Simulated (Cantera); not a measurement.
A perfectly stirred reactor is fed with C3H8 : O2 : N2 : H2O = 1 : 5 : 18.8 : 0.63 (molar parts), at 420000 Pa; it is adiabatic with a 400 K inlet, and is followed from long to short residence time, starting on the burning branch (τ in s: 0.026, 0.0097, 0.0037, 0.0014, 0.00054, 0.00021, 7.8e-05, 3e-05, 1.1e-05, 4.3e-06).

Cantera simulation using GRI-Mech 3.0 (53 species, 325 reactions); the numbers are that mechanism's predictions, not measurements. GRI-Mech 3.0 was tuned for natural gas; its chemistry of propane as a main component is partial and can be far from experiment.

One state of this run: T (K) = 1910; x C3H8 = 0.000109; x O2 = 0.0311; x H2O = 0.150; x OH = 0.00533; x CH4 = 0.000150; x CO = 0.0458; x CO2 = 0.0615. x: mole fraction; the columns are a selection and need not sum to one.

Task: Which value of τ (s) does it belong to?
(A) 3.0e-5
(B) 1.1e-5
(C) 7.8e-5
(D) 0.00021

Result: A, 3.0e-5
